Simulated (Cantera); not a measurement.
# Equilibrium for calcination and drying: MgSO4 + H2

A closed system holds: 1 mol MgSO4, a varied amount of H2, at 623.15 K and 1.00 bar.

Equilibrium computed with Cantera from the NASA thermochemical tables; the gas is ideal and each condensed phase is pure. Candidate condensed phases: H2O, H2SO4, Mg, MgO, Mg(OH)2, MgS, MgSO4, S; 26 gas species. Gases not in the tables: S3 to S7. Rates play no part.

| n(H2) (mol) | x H2O | x H2S | x S2 | x SO2 | x H2 | x S8 | x S2O | n MgO(s) | n MgSO4(s) |
|---|---|---|---|---|---|---|---|---|---|
| 0.93 | 0.751 | 0.248 | 0.000389 | 0.000361 | 0.000144 | 0.000129 | 4.11e-6 | 0.233 | 0.767 |
| 1.2 | 0.751 | 0.248 | 0.000389 | 0.000361 | 0.000144 | 0.000129 | 4.11e-6 | 0.301 | 0.699 |
| 1.5 | 0.751 | 0.248 | 0.000389 | 0.000361 | 0.000144 | 0.000129 | 4.11e-6 | 0.376 | 0.624 |
| 1.9 | 0.751 | 0.248 | 0.000389 | 0.000361 | 0.000144 | 0.000129 | 4.11e-6 | 0.476 | 0.524 |
| 2.5 | 0.751 | 0.248 | 0.000389 | 0.000361 | 0.000144 | 0.000129 | 4.11e-6 | 0.627 | 0.373 |
| 3.1 | 0.751 | 0.248 | 0.000389 | 0.000361 | 0.000144 | 0.000129 | 4.11e-6 | 0.777 | 0.223 |
| 4 | 0.750 | 0.250 | 8.97e-5 | 3.95e-5 | 0.000302 | 3.65e-7 | 4.52e-7 | 1.00 | 0 |
x: gas mole fraction; n: condensed amount in mol.

From 0.93 mol H2 to 3.1 mol H2 the condensed part is MgO(s) + MgSO4(s). At 4 mol H2 the condensed part is MgO(s).
